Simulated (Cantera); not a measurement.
Charge: 1 mol Si, 9.7 mol Cl2, 1.6 mol N2, held at 1600 K and 7.50 Torr.

Equilibrium computed with Cantera from the NASA thermochemical tables; the gas is ideal and each condensed phase is pure. Candidate condensed phases: Si, Si3N4; 13 gas species. The tables' values for SiCl3 are old estimates; treat these amounts as uncertain. Equilibrium is a limit: real reactors are often held back by kinetics, nucleation or transport.

Base state: Cl 0.559, Cl2 0.259, N2 0.112, SiCl4 0.0698, SiCl3 0.000160 (mole fractions); condensed: gas only.

Q: What changes in the equilibrium state with this change: temperature from 1600 K to 525 K?

A: 
```
species    before    after
-------  --------  -------
Cl2         0.259    0.748
N2          0.112    0.155
SiCl4      0.0698   0.0971
Cl          0.559  5.06e-9
SiCl3    0.000160    <1e-9
```
